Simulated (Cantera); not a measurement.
## CuO + CH4 + N2 (carbothermic reduction)

Input: 1 mol CuO, 2.1 mol CH4, 2.9 mol N2, equilibrated at 101000 Pa.

These are equilibrium values from Cantera (NASA tables, ideal gas, pure condensed phases), not measurements of a reactor. Candidate condensed phases: C, C6H6, C7H8, C8H18, Cu, CuO, Cu(OH)2, Cu2O, H2O; 139 gas species. Equilibrium is a limit: real reactors are often held back by kinetics, nucleation or transport.

```tsv
T (K)	x H2	x N2	x CO	x CH4	x H2O	x Cu	x HCN	x CO2	n C(graphite)	n Cu(s)	n Cu(l)
950	0.455	0.386	0.0785	0.0352	0.0338	1.86e-12	9.36e-7	0.0105	1.17	1.00	0
1050	0.494	0.368	0.111	0.0142	0.0101	1.04e-10	4.74e-6	0.00268	1.09	1.00	0
1150	0.508	0.361	0.121	0.00613	0.00291	2.85e-9	1.79e-5	0.000581	1.08	1.00	0
1250	0.514	0.359	0.123	0.00294	0.000962	4.58e-8	5.45e-5	0.000147	1.08	1.00	0
1350	0.516	0.359	0.123	0.00155	0.000369	4.83e-7	0.000140	4.49e-5	1.09	1.000	0
1450	0.517	0.358	0.123	0.000894	0.000161	3.39e-6	0.000316	1.62e-5	1.09	0	1.000
1550	0.517	0.358	0.123	0.000551	7.84e-5	1.83e-5	0.000640	6.69e-6	1.09	0	1.000
1650	0.517	0.358	0.123	0.000360	4.16e-5	8.01e-5	0.00119	3.09e-6	1.09	0	0.999
1750	0.517	0.357	0.123	0.000247	2.38e-5	0.000295	0.00205	1.57e-6	1.08	0	0.998
1850	0.516	0.356	0.123	0.000176	1.44e-5	0.000937	0.00333	8.60e-7	1.07	0	0.992
1950	0.513	0.354	0.123	0.000130	9.21e-6	0.00264	0.00514	5.02e-7	1.05	0	0.978
2050	0.509	0.351	0.123	9.79e-5	6.10e-6	0.00668	0.00756	3.08e-7	1.02	0	0.945
2150	0.501	0.346	0.121	7.48e-5	4.15e-6	0.0155	0.0106	1.97e-7	0.989	0	0.871
2250	0.488	0.337	0.119	5.70e-5	2.86e-6	0.0332	0.0143	1.28e-7	0.941	0	0.716
```
x: gas mole fraction; n: condensed amount in mol.

From 950 K to 1350 K the condensed part is C(graphite) + Cu(s). From 1450 K to 2250 K the condensed part is C(graphite) + Cu(l).
